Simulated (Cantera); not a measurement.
**Thermodynamics of halide evaporation, hydrolysis and transport, feed NaI + H₂**

A closed system holds: 1 mol NaI, 2 mol H₂, equilibrated at 1.00 Torr.

Cantera equilibrium calculation (NASA polynomials, part measured and part estimated; ideal gas, pure solids and liquids). Candidate condensed phases: I₂, Na, NaI; 9 gas species. Gases not in the tables: NaBr and NaI dimers. Rates play no part.

| T (K) | x H₂ | x NaI | x Na | x I | x HI | x H | x NaH | x I₂ |
|---|---|---|---|---|---|---|---|---|
| 1073 | 0.667 | 0.333 | 0.000204 | 8.29e-5 | 0.000121 | 3.13e-7 | 1.90e-8 | 8.43e-10 |
| 1148 | 0.666 | 0.333 | 0.000533 | 0.000298 | 0.000235 | 1.60e-6 | 5.59e-8 | 3.52e-9 |
| 1223 | 0.666 | 0.332 | 0.00129 | 0.000882 | 0.000404 | 6.72e-6 | 1.50e-7 | 1.14e-8 |
| 1298 | 0.665 | 0.330 | 0.00288 | 0.00224 | 0.000636 | 2.39e-5 | 3.67e-7 | 3.06e-8 |
| 1373 | 0.662 | 0.326 | 0.00597 | 0.00504 | 0.000931 | 7.42e-5 | 8.27e-7 | 7.08e-8 |
| 1448 | 0.659 | 0.318 | 0.0116 | 0.0103 | 0.00129 | 0.000205 | 1.72e-6 | 1.45e-7 |
| 1523 | 0.652 | 0.306 | 0.0209 | 0.0192 | 0.00169 | 0.000511 | 3.31e-6 | 2.69e-7 |
x: gas mole fraction; nothing condenses.

From 1073 K to 1523 K nothing is condensed.
